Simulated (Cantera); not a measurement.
Charge: 1 mol BN, 1.6 mol H₂, held at 2427 °C and 13.5 Torr.

These are equilibrium values from Cantera (NASA tables, ideal gas, pure condensed phases), not measurements of a reactor. Candidate condensed phases: B, BN; 15 gas species. The tables' values for BH₂ are old estimates; treat these amounts as uncertain. Kinetics and transport are ignored.

Base state: H₂ 0.478, H 0.293, N₂ 0.196, B 0.0283, BH₂ 0.00305, BH 0.000892, BN 0.000473, B₂ 1.11e-5 (mole fractions); condensed: B(l).

Question: What changes in the equilibrium state with this change: BN replaced by AlN?

Answer: 
```
species      before    after
---------  --------  -------
H₂            0.478    0.331
Al                0    0.282
H             0.293    0.244
N₂            0.196    0.142
B            0.0283        0
BH₂         0.00305        0
AlH               0  0.00195
BH         0.000892        0
BN         0.000473        0
Al₂               0  2.91e-5
B(l), mol     0.916        0
```
Further candidate phases: Al, AlN.

Question: What changes in the equilibrium state with this change: temperature from 2427 °C to 1350 °C?

Answer: 
| species | before | after |
|---|---|---|
| H₂ | 0.478 | 0.999 |
| H | 0.293 | 0.000516 |
| BH₂ | 0.00305 | 2.31e-5 |
| N₂ | 0.196 | 1.21e-5 |
| B | 0.0283 | 2.30e-9 |
| BN | 0.000473 | <1e-9 |
| BH | 0.000892 | 3.88e-9 |
| B₂ | 1.11e-5 | <1e-9 |
| B(l), mol | 0.916 | 0 |
| BN(s), mol | 0 | 1.000 |

Question: What changes in the equilibrium state with this change: BN replaced by ZrN?

Answer: 
| species | before | after |
|---|---|---|
| H₂ | 0.478 | 0.654 |
| H | 0.293 | 0.343 |
| N₂ | 0.196 | 0.00187 |
| B | 0.0283 | 0 |
| Zr | 0 | 0.00120 |
| BH₂ | 0.00305 | 0 |
| BH | 0.000892 | 0 |
| BN | 0.000473 | 0 |
| B₂ | 1.11e-5 | 0 |
| B(l), mol | 0.916 | 0 |
| Zr(l), mol | 0 | 0.00491 |
| ZrN(s), mol | 0 | 0.993 |
Mutual solubility and eutectic melting of coexisting phases are not modelled. ZrN: taken at fixed stoichiometry. Condensed phases not in the tables: N, O or C dissolved in the metal. Further candidate phases: Zr, ZrN.
